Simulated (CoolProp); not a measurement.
Carbon monoxide along the isobar 710 kPa: Z from the reference equation and from simpler models built on Tc = -140.3 °C, pc = 3498 kPa, ω = 0.050; each cubic takes its own stable root.

The numbers come from the reference Helmholtz-energy equation of state, Lemmon 2006 in CoolProp. It is a short technical equation, of lower accuracy than the large ones.

```json
[
 {"T (°C)": "-188.35", "phase": "liquid", "reference": "0.03613"},
 {"T (°C)": "-176.35", "phase": "liquid", "reference": "0.03416"},
 {"T (°C)": "-164.25", "phase": "gas", "reference": "0.8637"},
 {"T (°C)": "-152.25", "phase": "gas", "reference": "0.9039"},
 {"T (°C)": "-140.15", "phase": "gas", "reference": "0.9292"},
 {"T (°C)": "-128.15", "phase": "gas", "reference": "0.9461"},
 {"T (°C)": "-116.05", "phase": "gas", "reference": "0.9583"},
 {"T (°C)": "-104.05", "phase": "gas", "reference": "0.9672"},
 {"T (°C)": "-91.95", "phase": "gas", "reference": "0.9740"}
]
```

Q: How far does each simpler model (Redlich-Kwong, Peng-Robinson) lie from the reference over these 9 states: mean and median of the absolute difference, and the worst?

A: 
- Redlich-Kwong: mean 0.3 %, median 0.1 %, worst +1.5 % at -176.35 °C and 710 kPa
- Peng-Robinson: mean 3.0 %, median 1.0 %, worst -11.2 % at -188.35 °C and 710 kPa
